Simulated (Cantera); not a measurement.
Mixture: CH4 : CO : O2 : N2 = 1 : 0.14 : 2.44 : 7.79 (molar parts), equivalence ratio 0.85, at 9.87 atm, adiabatic and at constant volume. Ignition delay is the time to a rise of 400 K.

Computed with Cantera and GRI-Mech 3.0 (53 species, 325 reactions).

Question: What does this change do: pressure from 9.87 atm to 2.27 atm?

Answer: 
```json
[
 {"quantity": "delay at 1125 K", "before": "12.2 ms", "after": "55.3 ms"},
 {"quantity": "delay at 1225 K", "before": "3.08 ms", "after": "12.8 ms"},
 {"quantity": "delay at 1325 K", "before": "0.919 ms", "after": "3.46 ms"},
 {"quantity": "delay at 1425 K", "before": "0.310 ms", "after": "1.07 ms"},
 {"quantity": "apparent activation energy between 1375 and 1475 K", "before": "170 kJ/mol", "after": "190 kJ/mol"}
]
```

Question: What does this change do: 0.013 parts H2 added?

Answer: 
| quantity | before | after |
|---|---|---|
| delay at 1125 K | 12.2 ms | 9.21 ms |
| delay at 1225 K | 3.08 ms | 2.59 ms |
| delay at 1325 K | 0.919 ms | 0.818 ms |
| delay at 1425 K | 0.310 ms | 0.286 ms |
| apparent activation energy between 1375 and 1475 K | 170 kJ/mol | 170 kJ/mol |
